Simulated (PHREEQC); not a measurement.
Solution (20 °C): 0.0084 mol/kgw HF, 0.011 mol/kgw (NH4)2SiF6 and 0.028 mol/kgw H3AsO4. Closed to the air; pH follows from the charge balance.

Model: ion-association model, wateq4f.dat, run in PHREEQC.

This is a speciation only: nothing precipitates in the calculation.

**Question.** Order these F species by the share of F that they hold, largest first: H2F2, F-, HF, SiF6-2.

**Answer.** SiF6-2 (89 %), HF (10.0 %), F- (0.89 %), H2F2 (0.46 %)

The pH is 2.00 and the ionic strength 0.0446 mol/kgw. Species that the database lacks are ignored. SiF6-2 is the database's only silicon fluoride.
